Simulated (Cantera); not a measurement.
What does this Cantera script print?

```python
import numpy as np
import cantera as ct

gas_names = """
    C CO CO2 C2 C2O C3 C3O2 C4 C5 Mg MgO Mg2 O O2 O3
""".split()
cond_names = """
    C(gr) Mg(cr) Mg(L) MgCO3(s) MgO(s) MgO(L)
""".split()


# ... load() reads the species with a 1 bar reference pressure and builds the phases ...
atoms = {
    'MgCO3': {'Mg': 1, 'C': 1, 'O': 3},
    'O2': {'O': 2},
}
top_T = {'C(gr)': 4500}  # K; cautious upper limits of use, not melting points


# ... equilibrate(T, P, feed) seeds the gas with the atoms and calls Mixture.equilibrate('TP', solver="vcs", rtol=1e-11, max_steps=5000) ...
results = []
feed = {'MgCO3': 1, 'O2': 0.15}  # mol
T = 1523.15  # K
P = 150000  # Pa
mix = equilibrate(T, P, feed)
results.append((T, P, feed, dict(zip(mix.species_names, mix.species_moles))))
print(gas.report(threshold=0.0001))
for i in range(1, mix.n_phases):
    print(f"{mix.phase(i).name:16s} {mix.phase_moles(i):12.5e} mol")
```

Result:

```
       temperature   1523.2 K
          pressure   1.5e+05 Pa
           density   0.5027 kg/m^3
  mean mol. weight   42.442 kg/kmol
   phase of matter   gas

                          1 kg             1 kmol
                     ---------------   ---------------
          enthalpy       -6.6448e+06       -2.8202e+08  J
   internal energy       -6.9432e+06       -2.9468e+08  J
           entropy            6794.5        2.8837e+05  J/K
    Gibbs function       -1.6994e+07       -7.2125e+08  J
 heat capacity c_p            1308.1             55518  J/K
 heat capacity c_v            1112.2             47204  J/K

                      mass frac. Y      mole frac. X     chem. pot. / RT
                     ---------------   ---------------   ---------------
               CO2           0.90165           0.86955           -61.076
                O2          0.098341           0.13044           -29.465
     [  +13 minor]        9.5523e-06        1.5173e-05

C(gr)             0.00000e+00 mol
Mg(L)             0.00000e+00 mol
MgO(s)            1.00000e+00 mol
```

These are equilibrium values from Cantera (NASA tables, ideal gas, pure condensed phases), not measurements of a reactor.
